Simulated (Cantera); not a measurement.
An isothermal, constant-pressure homogeneous reactor starts with CH₄ : N₂ = 1 : 2 (molar parts), at 2000 K and 10.00 Torr. Integrator tolerance rtol = 1e-08.

Computed with Cantera and GRI-Mech 3.0 (53 species, 325 reactions). GRI-Mech 3.0 stops at C3 and has no aromatics, soot or wall deposition, so with more carbon than oxygen in the feed, carbon stays in small species such as C2H2 where larger ones or solid carbon would form. Radical loss at walls, strong at low pressure, is not modelled.

### Question
What does this change do: temperature 2000 to 1773 K?

### Answer
| quantity | before | after |
|---|---|---|
| x(CH₄) at 2.00 s | 1.06e-5 (gas-phase equilibrium 1.17e-5) | 0.00112 (gas-phase equilibrium 5.74e-5) |
| x(C₂H) at 2.00 s | 5.42e-5 (gas-phase equilibrium 2.88e-5) | 3.75e-6 (gas-phase equilibrium 2.24e-6) |
| x(CH₃) at 2.00 s | 4.87e-6 (gas-phase equilibrium 5.38e-6) | 8.71e-5 (gas-phase equilibrium 4.71e-6) |
| x(HCN) at 2.00 s | 0.000166 (gas-phase equilibrium 0.117) | 1.25e-5 (gas-phase equilibrium 0.108) |
| x(H) at 2.00 s | 0.00862 (gas-phase equilibrium 0.00862) | 0.00144 (gas-phase equilibrium 0.00152) |
| x(C₂H₄) at 2.00 s | 4.10e-6 (gas-phase equilibrium 2.17e-6) | 1.83e-5 (gas-phase equilibrium 9.94e-6) |
